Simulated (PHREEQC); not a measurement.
A solution holds 0.0037 mol/kgw HF, 0.00089 mol/kgw NH4F, 8.9e-05 mol/kgw H2SiF6 and 0.0018 mol/kgw HCl, at 25 °C. Closed to the air; pH follows from the charge balance.

All values are PHREEQC results (ion-association model, phreeqc.dat), not measurements.

| Quantity | Value |
|---|---|
| pH | 2.67 |
| ionic strength | 0.00322 mol/kgw |
| total alkalinity | -6.03 meq/kg |

```json
[
 {"species": "HF", "molality": "0.00342", "activity": "0.00343", "log γ": "0.000"},
 {"species": "H+", "molality": "0.00225", "activity": "0.00212", "log γ": "-0.025"},
 {"species": "Cl-", "molality": "0.00180", "activity": "0.00169", "log γ": "-0.027"},
 {"species": "F-", "molality": "0.00115", "activity": "0.00108", "log γ": "-0.027"},
 {"species": "NH4+", "molality": "0.000890", "activity": "0.000835", "log γ": "-0.028"},
 {"species": "SiF6-2", "molality": "8.76e-5", "activity": "6.86e-5", "log γ": "-0.106"},
 {"species": "HF2-", "molality": "1.50e-5", "activity": "1.42e-5", "log γ": "-0.027"},
 {"species": "H4SiO4", "molality": "1.44e-6", "activity": "1.44e-6", "log γ": "0.000"}
]
```

This is a speciation only: nothing precipitates in the calculation. SiF6-2 is the database's only silicon fluoride.
